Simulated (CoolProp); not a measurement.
Aqueous magnesium chloride as a coolant, 6 % by mass, freezing at -3.8 °C, 1 atm.

The numbers come from the Melinder's fits for secondary coolants in CoolProp.

```csv
T (°C),Prandtl number,viscosity (mPa s),conductivity (W/(m K)),density (kg/m³)
0.7,15.4,2.22,0.551,?
5.8,12.7,1.86,0.561,1052
10.9,10.7,1.59,0.570,1051
16,9.13,1.38,0.579,?
21.2,?,1.21,?,1048
26.3,6.87,1.06,?,1047
31.4,6.03,0.946,0.604,1045
36.5,5.30,0.842,?,1043
```

**Question.** What belongs in the gaps?

**Answer.** 
- 0.7, density (kg/m³): 1053
- 16, density (kg/m³): 1050
- 21.2, Prandtl number: 7.87
- 21.2, conductivity (W/(m K)): 0.588
- 26.3, conductivity (W/(m K)): 0.596
- 36.5, conductivity (W/(m K)): 0.612
